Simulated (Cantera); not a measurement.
An adiabatic, constant-volume homogeneous reactor starts with H2 : O2 : N2 = 1 : 0.227 : 1.82 (molar parts), equivalence ratio 2.2, at 1300 K and 0.470 bar.

Computed with Cantera and the H2/O2 subset of GRI-Mech 3.0, which has no nitrogen chemistry.

### Question
Predict: time of steepest temperature rise; temperature at 4.00 s; equilibrium temperature; x(H2) at 4.00 s; x(O2) at 4.00 s; x(H2O2) at 4.00 s; x(H2O) at 4.00 s; x(O) at 4.00 s; x(H) at 4.00 s.

### Answer
```json
{
 "time_of_steepest_temperature_rise": "97.8 µs",
 "temperature at 4.00 s": "2516 K",
 "equilibrium_temperature": "2516 K",
 "x(H2) at 4.00 s": "0.187 (gas-phase equilibrium 0.187)",
 "x(O2) at 4.00 s": "3.49e-5 (gas-phase equilibrium 3.49e-5)",
 "x(H2O2) at 4.00 s": "6.25e-9 (gas-phase equilibrium 6.25e-9)",
 "x(H2O) at 4.00 s": "0.157 (gas-phase equilibrium 0.157)",
 "x(O) at 4.00 s": "0.000101 (gas-phase equilibrium 0.000101)",
 "x(H) at 4.00 s": "0.0128 (gas-phase equilibrium 0.0128)"
}
```
